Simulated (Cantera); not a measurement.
A perfectly stirred reactor is fed with 0.621 % C2H6, 99.4 % N2, at 0.00316 atm; it is held at 1225 K, and followed from long to short residence time.

Model: GRI-Mech 3.0 (53 species, 325 reactions), integrated in Cantera. GRI-Mech 3.0 stops at C3 and has no aromatics, soot or wall deposition, so with more carbon than oxygen in the feed, carbon stays in small species such as C2H2 where larger ones or solid carbon would form. Radical loss at walls, strong at low pressure, is not modelled.

x: mole fraction; the columns are a selection and need not sum to one.

```tsv
τ (s)	x C2H6	x C2H2	x H2	x CH3	x C2H
23	…	0.00439	0.00907	3.60e-5	1.34e-9
7.9	…	0.00324	0.00760	5.64e-5	1.28e-9
2.7	…	0.00174	0.00561	9.01e-5	9.22e-10
0.95	…	0.000559	0.00343	0.000131	4.18e-10
0.33	…	8.31e-5	0.00147	0.000141	1.06e-10
0.11	0.00576	4.38e-6	0.000364	8.99e-5	1.26e-11
0.039	0.00613	9.59e-8	5.46e-5	3.84e-5	<1e-12
0.014	0.00620	6.20e-10	3.85e-6	1.49e-5	<1e-12
0.0047	0.00621	2.35e-12	1.42e-7	5.20e-6	<1e-12
0.0016	0.00621	<1e-12	4.62e-9	1.79e-6	<1e-12
```

Question: What belongs in the gaps?

Answer: 
- 23, x C2H6: 0.000174
- 7.9, x C2H6: 0.000443
- 2.7, x C2H6: 0.00113
- 0.95, x C2H6: 0.00259
- 0.33, x C2H6: 0.00451
